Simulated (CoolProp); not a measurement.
Fluorine along the isotherm 153.3 K: Z from the reference equation and from simpler models built on Tc = 144.4 K, pc = 5.240 MPa, ω = 0.045; each cubic takes its own stable root.

Model: reference Helmholtz-energy equation of state, de Reuck 1990, in CoolProp.

```csv
p (MPa),phase,reference
0.0249,gas,0.9987
0.0402,gas,0.9979
0.0649,gas,0.9967
0.105,gas,0.9946
0.169,gas,0.9912
0.274,gas,0.9857
0.442,gas,0.9767
0.714,gas,0.9619
1.15,gas,0.9372
1.86,gas,0.8947
3.01,gas,0.8192
4.86,gas,0.6725
7.86,supercritical,0.3399
```

Task: How far does each simpler model (van der Waals, Soave-Redlich-Kwong) lie from the reference over these 13 states: mean and median of the absolute difference, and the worst?

Result: 
- van der Waals: mean 1.4 %, median 0.1 %, worst +14.2 % at 153.3 K and 7.86 MPa
- Soave-Redlich-Kwong: mean 1.0 %, median 0.1 %, worst +11.9 % at 153.3 K and 7.86 MPa
